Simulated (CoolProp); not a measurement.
Vapour-liquid equilibrium of R1234yf (1) + R227EA (2) at 0.000355 MPa; x and y are mole fractions of (1).

Values from CoolProp's multi-fluid Helmholtz-energy mixture model, Lemmon 2022 and Lemmon 2016; pair parameters Bell 2016.

**Question.** Give the bubble temperature and the first vapour's composition at x = 0.125, 0.2, 0.35. Is there an azeotrope?

**Answer.** x = 0.125: 172.5 K, y = 0.335; x = 0.2: 171.3 K, y = 0.469; x = 0.35: 169.3 K, y = 0.655. No azeotrope shows between x = 0.05 and 0.95.

Pair parameters are fitted to limited data, so mixtures are less certain than the pure fluids.
